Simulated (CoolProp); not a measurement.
C2F6 (R116) at 298.15 K and 0.449 MPa is throttled through a valve to 0.0236 MPa with no heat exchange. Each further row changes one setting.

Model: reference Helmholtz-energy equation of state, Lemmon 2006, in CoolProp. It is a short technical equation, of lower accuracy than the large ones.

| case | temperature change (K) | final density (kg/m³) |
|---|---|---|
| as stated | -3.6 | 1.33 |
| outlet pressure 0.00708 MPa | -3.8 | 0.400 |
| outlet pressure 0.0307 MPa | -3.6 | 1.74 |
